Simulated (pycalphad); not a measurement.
All values are pycalphad results on the COST 507 light-alloy database (1999) (1 atm), not direct measurements. The database dates from 1999; later assessments differ in places, in temperatures and in the compounds included.

Which phases does Al-54 at.% Ce hold at 917 K, with what compositions and amounts?

AL_CEND with 50.0 at.% Ce and AL_CEND3H with 75.0 at.% Ce. The lever rule gives (54 − 50.0)/(75.0 − 50.0) = 0.16 of AL_CEND3H and 0.84 of AL_CEND.

Which phases does Al-17 at.% Ce hold at 563 K, with what compositions and amounts?

fcc with <0.01 at.% Ce and AL11_CEND3L with 21.4 at.% Ce. The lever rule gives (17 − 0.0)/(21.4 − 0.0) = 0.79 of AL11_CEND3L and 0.21 of fcc.

Which phases does Al-41 at.% Ce hold at 875 K, with what compositions and amounts?

AL2_CEND with 33.3 at.% Ce and AL_CEND with 50.0 at.% Ce. The lever rule gives (41 − 33.3)/(50.0 − 33.3) = 0.46 of AL_CEND and 0.54 of AL2_CEND.

Which phases does Al-39 at.% Ce hold at 1313 K, with what compositions and amounts?

AL2_CEND with 33.3 at.% Ce and liquid with 59.2 at.% Ce. The lever rule gives (39 − 33.3)/(59.2 − 33.3) = 0.22 of liquid and 0.78 of AL2_CEND.

Database names, with the compositions (at.%) that they take in these runs: AL2_CEND: Al 67 Ce 33; AL11_CEND3L: Al 79 Ce 21; AL_CEND: Al 50 Ce 50; AL_CEND3H: Ce 75 Al 25.
